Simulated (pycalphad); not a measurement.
CALPHAD calculation (pycalphad, COST 507 light-alloy database (1999)), 1 atm. The data set is of 1999 and partly superseded.

Question: How does the equilibrium phase assembly of Al-10.74Fe-6.82Si (at.%) change on cooling from 1850 K to 500 K?

Answer: 
```
T (K)                      phases above                         phases below
------  -------------------------------  -----------------------------------
1257.6                           LIQUID                     AL13FE4 + LIQUID
1004.4                 AL13FE4 + LIQUID      AL13FE4 + ALFESI_ALPHA + LIQUID
950.5   AL13FE4 + ALFESI_ALPHA + LIQUID                ALFESI_ALPHA + LIQUID
895.3             ALFESI_ALPHA + LIQUID       ALFESI_ALPHA + FCC_A1 + LIQUID
892.6    ALFESI_ALPHA + FCC_A1 + LIQUID  ALFESI_ALPHA + ALFESI_BETA + FCC_A1
```
Changes were sought between steps of 75 K, so a narrower field can be missed.

Database names, with the compositions (at.%) that they take in these runs: AL13FE4: Al 74 Fe 24 Si 1; ALFESI_ALPHA: Al 71-73 Fe 19 Si 8-10; ALFESI_BETA: Al 70 Fe 15 Si 15. FCC_A1 is fcc.
